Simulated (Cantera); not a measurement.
Feed: 1 mol TiO2, 1.3 mol H2, 0.26 mol H2O, at 1298.15 K and 0.0100 bar.

Cantera equilibrium calculation (NASA polynomials, part measured and part estimated; ideal gas, pure solids and liquids). Candidate condensed phases: H2O, Ti, TiO, TiO2, Ti2O3, Ti3O5, Ti4O7; 12 gas species. Equilibrium is a limit: real reactors are often held back by kinetics, nucleation or transport.

Base state: H2 0.833, H2O 0.167 (mole fractions); condensed: TiO2(rutile).

**Question.** What changes in the equilibrium state with this change: TiO2 replaced by Ta2O5?

**Answer.** 
| species | before | after |
|---|---|---|
| H2 | 0.833 | 0.833 |
| H2O | 0.167 | 0.167 |
| TiO2(rutile), mol | 1.00 | 0 |
| Ta2O5(s), mol | 0 | 1.00 |
Further candidate phases: Ta, Ta2O5.
